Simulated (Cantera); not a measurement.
Input (Python, Cantera):

```python
import numpy as np
import cantera as ct

gas = ct.Solution("gri30.yaml")


def delay(T, t_max=10):
    gas.TPX = T, 100000, {'CH4': 1, 'O2': 1.82, 'N2': 6.84, 'H2O': 0.2}
    reactor = ct.IdealGasReactor(gas, clone=False)
    net = ct.ReactorNet([reactor])
    net.rtol, net.atol = 1e-8, 1e-16
    while net.time < t_max:
        t_old, T_old = net.time, reactor.T
        net.step()
        if reactor.T > T + 400:  # ignition: a rise of 400 K
            return t_old + (T + 400 - T_old) / (reactor.T - T_old) * (net.time - t_old)
    return np.nan


taus = []
for T in [1300, 1400, 1500, 1600, 1700, 1800, 1900, 2000, 2100]:
    taus.append(delay(T))
    print(f"T0 = {T:6g} K   tau = {taus[-1]:.4e} s")
```

Result:

```
T0 =   1300 K   tau = 1.2410e-02 s
T0 =   1400 K   tau = 3.6184e-03 s
T0 =   1500 K   tau = 1.2068e-03 s
T0 =   1600 K   tau = 4.6723e-04 s
T0 =   1700 K   tau = 2.0891e-04 s
T0 =   1800 K   tau = 1.0521e-04 s
T0 =   1900 K   tau = 5.8139e-05 s
T0 =   2000 K   tau = 3.4559e-05 s
T0 =   2100 K   tau = 2.1802e-05 s
```

Model: GRI-Mech 3.0 (53 species, 325 reactions), integrated in Cantera.
